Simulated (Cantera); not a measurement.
What does this Cantera script print?

```python
import numpy as np
import cantera as ct

gas = ct.Solution("gri30.yaml")


def delay(T, t_max=10):
    gas.TPX = T, 560000, {'CH4': 1, 'O2': 4.76, 'N2': 17.9}
    reactor = ct.IdealGasReactor(gas, clone=False)
    net = ct.ReactorNet([reactor])
    net.rtol, net.atol = 1e-8, 1e-16
    while net.time < t_max:
        t_old, T_old = net.time, reactor.T
        net.step()
        if reactor.T > T + 400:  # ignition: a rise of 400 K
            return t_old + (T + 400 - T_old) / (reactor.T - T_old) * (net.time - t_old)
    return np.nan


taus = []
for T in [1300, 1350, 1400, 1450, 1500, 1550, 1600, 1650, 1700, 1750]:
    taus.append(delay(T))
    print(f"T0 = {T:6g} K   tau = {taus[-1]:.4e} s")
```

It prints:

```
T0 =   1300 K   tau = 1.6916e-03 s
T0 =   1350 K   tau = 9.6335e-04 s
T0 =   1400 K   tau = 5.6604e-04 s
T0 =   1450 K   tau = 3.4296e-04 s
T0 =   1500 K   tau = 2.1418e-04 s
T0 =   1550 K   tau = 1.3779e-04 s
T0 =   1600 K   tau = 9.1235e-05 s
T0 =   1650 K   tau = 6.2093e-05 s
T0 =   1700 K   tau = 4.3360e-05 s
T0 =   1750 K   tau = 3.1007e-05 s
```

Computed with Cantera and GRI-Mech 3.0 (53 species, 325 reactions).
